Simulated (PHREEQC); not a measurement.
Synthetic water in mg/L, 52 °C, pH 6.32, pe 11.5:

| constituent | mg/L |
|---|---|
| Na | 10.7 |
| K | 1.27 |
| Ca | 13.9 |
| Mg | 5.69 |
| Cl | 24.8 |
| S(6) as SO4 | 4.6 |
| Alkalinity as HCO3 | 54.9 |
| Pb | 0.0382 |
| Cd | 0.0363 |
| Cu(2) | 0.0459 |
| Si as SiO2 | 2.81 |
| Li | 0.0129 |
| Ba | 0.0494 |

Valence states are taken as typed.

Model: ion-association model, wateq4f.dat, run in PHREEQC.

Precipitation was switched off in this run.

**Question.** Order these Cu species by the share of Cu that they hold, largest first: Cu+2, Cu(OH)2, CuOH+, CuCO3, CuHCO3+.

**Answer.** Cu+2 (50 %), CuCO3 (26 %), CuHCO3+ (18 %), Cu(OH)2 (3.7 %), CuOH+ (0.90 %)

**Question.** Order these C species by the share of C that they hold, largest first: CaHCO3+, HCO3-, MgHCO3+, CO2.

**Answer.** HCO3- (53 %), CO2 (46 %), CaHCO3+ (0.24 %), MgHCO3+ (0.14 %)

The pH is 6.32 and the ionic strength 0.00228 mol/kgw. Species that the database lacks are ignored. Constants without temperature data keep their 25 °C values here.
